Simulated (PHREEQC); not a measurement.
Dissolve 30 mmol/kgw Cu(NO3)2, 5.2 mmol/kgw HCl and 4.6 mmol/kgw FeCl3 at 25 °C. Closed to the air; pH follows from the charge balance.

Computed with PHREEQC (ion-association model, wateq4f.dat).

No solid was allowed to form.

**Question.** Estimate the pH.

**Answer.** pH 2.24.

**Question.** In which forms is Fe present?

**Answer.** Fe+3 50 %, FeOH+2 26 %, Fe2(OH)2+4 13 %, FeCl+2 9.5 %, Fe3(OH)4+5 1.0 %, Fe(OH)2+ 0.7 % of the Fe.

Saturation is exceeded, for instance for Hematite (slow to form), Goethite (slow to form); the values hold only as long as no solid forms.
